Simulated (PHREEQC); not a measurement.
Consider water at 25 °C with 2.5 mmol/kgw HF and 8.5 mmol/kgw NaF. Closed to the air; pH follows from the charge balance.

Model: ion-association model, phreeqc.dat, run in PHREEQC.

This is a speciation only: nothing precipitates in the calculation.

**Question.** Order these F species by the share of F that they hold, largest first: F-, HF2-, NaF, HF.

**Answer.** F- (78 %), HF (20 %), HF2- (1.3 %), NaF (0.31 %)

The pH is 3.72 and the ionic strength 0.00867 mol/kgw. Species that the database lacks are ignored.
